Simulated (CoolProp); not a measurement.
Properties of R22 along the isotherm 403.1 K (Tc = 369.3 K, pc = 4.990 MPa, ω = 0.221).

Model: reference Helmholtz-energy equation of state, Kamei 1995, in CoolProp.

| p (MPa) | phase | Z | cp (kJ/(kg K)) | Joule-Thomson coefficient (K/MPa) |
|---|---|---|---|---|
| 2.08 | gas | 0.8862 | 0.8671 | 9.605 |
| 4.16 | gas | 0.7511 | 1.073 | 10.13 |
| 6.24 | supercritical | 0.5830 | 1.656 | 9.876 |
| 8.32 | supercritical | 0.4114 | 2.701 | 6.234 |
| 10.4 | supercritical | 0.3830 | 1.991 | 2.957 |
| 12.5 | supercritical | 0.4099 | 1.670 | 1.785 |
| 14.6 | supercritical | 0.4476 | 1.517 | 1.214 |
| 16.6 | supercritical | 0.4867 | 1.430 | 0.8858 |
| 18.7 | supercritical | 0.5290 | 1.369 | 0.6545 |
| 20.8 | supercritical | 0.5718 | 1.325 | 0.4893 |
| 22.9 | supercritical | 0.6147 | 1.292 | 0.3653 |
| 25 | supercritical | 0.6575 | 1.266 | 0.2685 |

The peak of cp marks the crossing from liquid-like to gas-like fluid above the critical point.
